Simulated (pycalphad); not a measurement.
An equivalent pycalphad script:

```python
from pycalphad import Database, equilibrium, calculate, variables as v
import numpy as np
db = Database('COST507.tdb')
comps = ['AL', 'MN', 'SI', 'VA']
phases = ['AL11MN4', 'AL12MN', 'AL4MN', 'AL6MN', 'AL8MN5_D810', 'ALMNSI_ALPHA', 'ALMNSI_BETA', 'ALMNSI_DELTA', 'BCC_A2', 'CBCC_A12', 'CUB_A13', 'DIAMOND_A4', 'FCC_A1', 'HCP_A3', 'LIQUID', 'MN11SI19', 'MN3SI', 'MN5SI3', 'MN6SI', 'MN9SI2', 'MNSI']
eq = equilibrium(db, comps, phases, {v.X('MN'): 0.0037, v.X('SI'): 0.2734, v.T: np.arange(1850, 499, -25), v.P: 101325, v.N: 1}, output=['HM', 'SM'])
```

Source of the numbers: pycalphad with the COST 507 light-alloy database (1999); pressure 1 atm. These are 1990s assessments: newer ones move some temperatures and phases. Phase fractions are per mole of atoms.

Results at three of the temperatures:

```
T = 1725.00 K, P = 101325 Pa, N = 1 mol of atoms
G = -105981 J/mol, H = 60332 J/mol, S = 96.41 J/(mol K)  (SER reference)
chemical potentials (J/mol): Al -108417, Mn -231908, Si -97837
phase             fraction      x(Al)      x(Mn)      x(Si)
LIQUID              1.0000     0.7229     0.0037     0.2734
```

```
T = 925.00 K, P = 101325 Pa, N = 1 mol of atoms
G = -36081 J/mol, H = 30612 J/mol, S = 72.10 J/(mol K)  (SER reference)
chemical potentials (J/mol): Al -39036, Mn -136449, Si -26908
phase             fraction      x(Al)      x(Mn)      x(Si)
LIQUID              0.8770     0.8243     0.0042     0.1715
DIAMOND_A4          0.1230   2.67e-06       none     1.0000
```

```
T = 750.00 K, P = 101325 Pa, N = 1 mol of atoms
G = -25687 J/mol, H = 11542 J/mol, S = 49.64 J/(mol K)  (SER reference)
chemical potentials (J/mol): Al -27511, Mn -131030, Si -19438
phase             fraction      x(Al)      x(Mn)      x(Si)
FCC_A1              0.7126     0.9939    7.3e-05     0.0061
DIAMOND_A4          0.2664   1.06e-07       none     1.0000
ALMNSI_ALPHA        0.0210     0.7004     0.1739     0.1257
```

Changes of the phase set, refined by bisection:

```json
[
 {"T (°C)": "794.7", "phases above": "liquid", "phases below": "diamond (Si) + liquid"},
 {"T (°C)": "611.7", "phases above": "diamond (Si) + liquid", "phases below": "ALMNSI_ALPHA + diamond (Si) + liquid"},
 {"T (°C)": "576.4", "phases above": "ALMNSI_ALPHA + diamond (Si) + liquid", "phases below": "ALMNSI_ALPHA + diamond (Si) + fcc"}
]
```

Database names, with the compositions (at.%) that they take in these runs: ALMNSI_ALPHA: Al 70 Mn 17 Si 12. FCC_A1 is fcc; DIAMOND_A4 is diamond (Si). An entry "none" or "no" means that the model of the phase leaves that element out.
